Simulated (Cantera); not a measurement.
A perfectly stirred reactor is fed with 0.272 % CH3OH, 2.72 % O2, 97.0 % N2, at 0.987 atm; it is held at 1575 K, and followed from long to short residence time.

Computed with Cantera and GRI-Mech 3.0 (53 species, 325 reactions). GRI-Mech 3.0 was tuned for natural gas; its chemistry of methanol as a main component is partial and can be far from experiment.

x: mole fraction; the columns are a selection and need not sum to one.

| τ (s) | x CH3OH | x O2 | x C2H2 | x O | x HCO |
|---|---|---|---|---|---|
| 7.2 | 7.30e-8 | 0.0230 | <1e-12 | 6.44e-6 | 5.97e-11 |
| 2.2 | ? | 0.0230 | <1e-12 | ? | 1.96e-10 |
| 0.68 | 3.47e-7 | 0.0230 | <1e-12 | 2.42e-5 | 6.34e-10 |
| 0.21 | 7.13e-7 | 0.0230 | <1e-12 | 4.80e-5 | 2.05e-9 |
| 0.064 | 1.42e-6 | 0.0230 | <1e-12 | 9.54e-5 | 6.68e-9 |
| 0.020 | ? | 0.0230 | <1e-12 | ? | ? |
| 0.0060 | 5.49e-6 | 0.0231 | <1e-12 | 0.000329 | 6.88e-8 |
| 0.0018 | 1.22e-5 | 0.0233 | <1e-12 | 0.000499 | 2.22e-7 |

Question: What belongs in the gaps?

Answer: 
- 2.2, x CH3OH: 1.63e-7
- 2.2, x O: 1.23e-5
- 0.020, x CH3OH: 2.74e-6
- 0.020, x O: 0.000182
- 0.020, x HCO: 2.11e-8
